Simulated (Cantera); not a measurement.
An adiabatic, constant-volume homogeneous reactor starts with CO : H₂ : O₂ : N₂ : H₂O = 1 : 0.24 : 0.639 : 2.4 : 0.87 (molar parts), equivalence ratio 0.97, at 1223 K and 0.630 bar. Integrator tolerance rtol = 1e-08.

Model: GRI-Mech 3.0 (53 species, 325 reactions), integrated in Cantera.

```json
[
 {"quantity": "time of steepest temperature rise", "before": "0.145 ms", "after": "0.150 ms"},
 {"quantity": "temperature at 0.200 s", "before": "2608 K", "after": "2663 K"},
 {"quantity": "equilibrium temperature", "before": "2608 K", "after": "2663 K"},
 {"quantity": "x(CO) at 0.200 s", "before": "0.0544 (gas-phase equilibrium 0.0544)", "after": "0.102 (gas-phase equilibrium 0.102)"},
 {"quantity": "x(H₂) at 0.200 s", "before": "0.0114 (gas-phase equilibrium 0.0114)", "after": "0.0169 (gas-phase equilibrium 0.0169)"},
 {"quantity": "x(O₂) at 0.200 s", "before": "0.0278 (gas-phase equilibrium 0.0278)", "after": "0.0161 (gas-phase equilibrium 0.0161)"},
 {"quantity": "x(N₂O) at 0.200 s", "before": "3.98e-7 (gas-phase equilibrium 3.98e-7)", "after": "3.11e-7 (gas-phase equilibrium 3.11e-7)"},
 {"quantity": "x(NO) at 0.200 s", "before": "0.00806 (gas-phase equilibrium 0.00806)", "after": "0.00646 (gas-phase equilibrium 0.00646)"},
 {"quantity": "x(HO₂) at 0.200 s", "before": "6.33e-6 (gas-phase equilibrium 6.33e-6)", "after": "4.54e-6 (gas-phase equilibrium 4.54e-6)"},
 {"quantity": "x(H₂O₂) at 0.200 s", "before": "3.48e-7 (gas-phase equilibrium 3.48e-7)", "after": "2.66e-7 (gas-phase equilibrium 2.66e-7)"}
]
```

Question: Name the change that produced these shifts.
A) pressure from 0.630 bar to 1.50 bar
B) constant pressure in place of constant volume
C) CO 1 to 1.4 parts
D) N2 2.4 to 4.5 parts

Answer: C, CO 1 to 1.4 parts
